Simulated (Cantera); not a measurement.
Cantera with NASA thermochemical tables; ideal gases at 1 bar, condensed phases pure. Values are per mole of reaction as written; species without (g) are pure solids or liquids, kept so even where they would boil at 1 bar.

### Question
Between 1398 and 1598 K, where is each reaction favourable under standard conditions?
- Fe + 3 HCl(g) → FeCl3(g) + 3 H(g)

### Answer
- Fe + 3 HCl(g) → FeCl3(g) + 3 H(g): ΔG° is 515 kJ at 1398 K and 489 kJ at 1598 K; it stays positive (K < 1). ΔH° is 693 kJ and ΔS° 128 J/K at 1598 K.
